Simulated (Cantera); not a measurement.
A Cantera script and what it prints.

```python
import numpy as np
import cantera as ct

gas_names = [...]  # 139 gases of nasa_gas.yaml made of C, Cu, H, N, O
cond_names = """
    C(gr) C6H6(L) C7H8(L) C8H18(L),n-octa Cu(cr) Cu(L) CuO(s) CuO2H2(s) Cu2O(s) Cu2O(L) H2O(s) H2O(L)
""".split()


# ... load() reads the species with a 1 bar reference pressure and builds the phases ...
atoms = {
    'Cu2O': {'Cu': 2, 'O': 1},
    'CH4': {'C': 1, 'H': 4},
    'N2': {'N': 2},
    'C': {'C': 1},
}
top_T = {'C(gr)': 4500, 'CuO(s)': 1390}  # K; cautious upper limits of use, not melting points


# ... equilibrate(T, P, feed) seeds the gas with the atoms and calls Mixture.equilibrate('TP', solver="vcs", rtol=1e-11, max_steps=5000) ...
results = []
feed = {'Cu2O': 1, 'CH4': 0.5, 'N2': 0.28, 'C': 3.3}  # mol
for P in [10, 32, 100, 320, 1000, 3200, 10000, 32000, 100000, 320000, 1000000]:
    for T in [873, 1023, 1173, 1323, 1473, 1623, 1773, 1923, 2073, 2223, 2373, 2523, 2673]:
        mix = equilibrate(T, P, feed)
        results.append((T, P, feed, dict(zip(mix.species_names, mix.species_moles))))

for T, P, feed, n in results:
    print(f"{T:7g} {P:10.4g}  " + (" + ".join(c for c in cond_names if n.get(c, 0) > 1e-12) or "gas only"))
```

It prints:

```
    873         10  C(gr) + Cu(cr)
   1023         10  C(gr) + Cu(cr)
   1173         10  C(gr) + Cu(cr)
   1323         10  C(gr) + Cu(cr)
   1473         10  C(gr) + Cu(L)
   1623         10  C(gr)
   1773         10  C(gr)
   1923         10  C(gr)
   2073         10  C(gr)
   2223         10  C(gr)
   2373         10  C(gr)
   2523         10  C(gr)
   2673         10  C(gr)
    873         32  C(gr) + Cu(cr)
   1023         32  C(gr) + Cu(cr)
   1173         32  C(gr) + Cu(cr)
   1323         32  C(gr) + Cu(cr)
   1473         32  C(gr) + Cu(L)
   1623         32  C(gr) + Cu(L)
   1773         32  C(gr)
   1923         32  C(gr)
   2073         32  C(gr)
   2223         32  C(gr)
   2373         32  C(gr)
   2523         32  C(gr)
   2673         32  C(gr)
    873        100  C(gr) + Cu(cr)
   1023        100  C(gr) + Cu(cr)
   1173        100  C(gr) + Cu(cr)
   1323        100  C(gr) + Cu(cr)
   1473        100  C(gr) + Cu(L)
   1623        100  C(gr) + Cu(L)
   1773        100  C(gr) + Cu(L)
   1923        100  C(gr)
   2073        100  C(gr)
   2223        100  C(gr)
   2373        100  C(gr)
   2523        100  C(gr)
   2673        100  C(gr)
    873        320  C(gr) + Cu(cr)
   1023        320  C(gr) + Cu(cr)
   1173        320  C(gr) + Cu(cr)
   1323        320  C(gr) + Cu(cr)
   1473        320  C(gr) + Cu(L)
   1623        320  C(gr) + Cu(L)
   1773        320  C(gr) + Cu(L)
   1923        320  C(gr)
   2073        320  C(gr)
   2223        320  C(gr)
   2373        320  C(gr)
   2523        320  C(gr)
   2673        320  C(gr)
    873       1000  C(gr) + Cu(cr)
   1023       1000  C(gr) + Cu(cr)
   1173       1000  C(gr) + Cu(cr)
   1323       1000  C(gr) + Cu(cr)
   1473       1000  C(gr) + Cu(L)
   1623       1000  C(gr) + Cu(L)
   1773       1000  C(gr) + Cu(L)
   1923       1000  C(gr) + Cu(L)
   2073       1000  C(gr)
   2223       1000  C(gr)
   2373       1000  C(gr)
   2523       1000  C(gr)
   2673       1000  C(gr)
    873       3200  C(gr) + Cu(cr)
   1023       3200  C(gr) + Cu(cr)
   1173       3200  C(gr) + Cu(cr)
   1323       3200  C(gr) + Cu(cr)
   1473       3200  C(gr) + Cu(L)
   1623       3200  C(gr) + Cu(L)
   1773       3200  C(gr) + Cu(L)
   1923       3200  C(gr) + Cu(L)
   2073       3200  C(gr) + Cu(L)
   2223       3200  C(gr)
   2373       3200  C(gr)
   2523       3200  C(gr)
   2673       3200  C(gr)
    873      1e+04  C(gr) + Cu(cr)
   1023      1e+04  C(gr) + Cu(cr)
   1173      1e+04  C(gr) + Cu(cr)
   1323      1e+04  C(gr) + Cu(cr)
   1473      1e+04  C(gr) + Cu(L)
   1623      1e+04  C(gr) + Cu(L)
   1773      1e+04  C(gr) + Cu(L)
   1923      1e+04  C(gr) + Cu(L)
   2073      1e+04  C(gr) + Cu(L)
   2223      1e+04  C(gr) + Cu(L)
   2373      1e+04  C(gr)
   2523      1e+04  C(gr)
   2673      1e+04  C(gr)
    873    3.2e+04  C(gr) + Cu(cr)
   1023    3.2e+04  C(gr) + Cu(cr)
   1173    3.2e+04  C(gr) + Cu(cr)
   1323    3.2e+04  C(gr) + Cu(cr)
   1473    3.2e+04  C(gr) + Cu(L)
   1623    3.2e+04  C(gr) + Cu(L)
   1773    3.2e+04  C(gr) + Cu(L)
   1923    3.2e+04  C(gr) + Cu(L)
   2073    3.2e+04  C(gr) + Cu(L)
   2223    3.2e+04  C(gr) + Cu(L)
   2373    3.2e+04  C(gr) + Cu(L)
   2523    3.2e+04  C(gr)
   2673    3.2e+04  C(gr)
    873      1e+05  C(gr) + Cu(cr)
   1023      1e+05  C(gr) + Cu(cr)
   1173      1e+05  C(gr) + Cu(cr)
   1323      1e+05  C(gr) + Cu(cr)
   1473      1e+05  C(gr) + Cu(L)
   1623      1e+05  C(gr) + Cu(L)
   1773      1e+05  C(gr) + Cu(L)
   1923      1e+05  C(gr) + Cu(L)
   2073      1e+05  C(gr) + Cu(L)
   2223      1e+05  C(gr) + Cu(L)
   2373      1e+05  C(gr) + Cu(L)
   2523      1e+05  C(gr) + Cu(L)
   2673      1e+05  C(gr) + Cu(L)
    873    3.2e+05  C(gr) + Cu(cr)
   1023    3.2e+05  C(gr) + Cu(cr)
   1173    3.2e+05  C(gr) + Cu(cr)
   1323    3.2e+05  C(gr) + Cu(cr)
   1473    3.2e+05  C(gr) + Cu(L)
   1623    3.2e+05  C(gr) + Cu(L)
   1773    3.2e+05  C(gr) + Cu(L)
   1923    3.2e+05  C(gr) + Cu(L)
   2073    3.2e+05  C(gr) + Cu(L)
   2223    3.2e+05  C(gr) + Cu(L)
   2373    3.2e+05  C(gr) + Cu(L)
   2523    3.2e+05  C(gr) + Cu(L)
   2673    3.2e+05  C(gr) + Cu(L)
    873      1e+06  C(gr) + Cu(cr)
   1023      1e+06  C(gr) + Cu(cr)
   1173      1e+06  C(gr) + Cu(cr)
   1323      1e+06  C(gr) + Cu(cr)
   1473      1e+06  C(gr) + Cu(L)
   1623      1e+06  C(gr) + Cu(L)
   1773      1e+06  C(gr) + Cu(L)
   1923      1e+06  C(gr) + Cu(L)
   2073      1e+06  C(gr) + Cu(L)
   2223      1e+06  C(gr) + Cu(L)
   2373      1e+06  C(gr) + Cu(L)
   2523      1e+06  C(gr) + Cu(L)
   2673      1e+06  C(gr) + Cu(L)
```

Cantera equilibrium calculation (NASA polynomials, part measured and part estimated; ideal gas, pure solids and liquids).
